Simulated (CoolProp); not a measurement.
Properties of diethyl ether at several states (Tc = 467.9 K, pc = 3.717 MPa, ω = 0.282).

The numbers come from the reference Helmholtz-energy equation of state, Thol 2014 in CoolProp.

| T (K) | p (MPa) | phase | density (kg/m³) | cp (kJ/(kg K)) | Joule-Thomson coefficient (K/MPa) | fugacity coefficient |
|---|---|---|---|---|---|---|
| 531 | 7.67 | supercritical | [?] | 3.834 | 4.986 | 0.5953 |
| 433.1 | 0.0567 | gas | 1.175 | 2.060 | 9.979 | 0.9933 |
| 284.9 | 0.139 | liquid | [?] | [?] | [?] | 0.2952 |
| 369.6 | 5.11 | liquid | [?] | [?] | -0.1222 | [?] |

Question: Complete the blanks.

Answer: 
- 531, density (kg/m³): 272.5
- 284.9, density (kg/m³): 723.0
- 284.9, cp (kJ/(kg K)): 2.290
- 284.9, Joule-Thomson coefficient (K/MPa): -0.3381
- 369.6, density (kg/m³): 628.0
- 369.6, cp (kJ/(kg K)): 2.583
- 369.6, fugacity coefficient: 0.1225
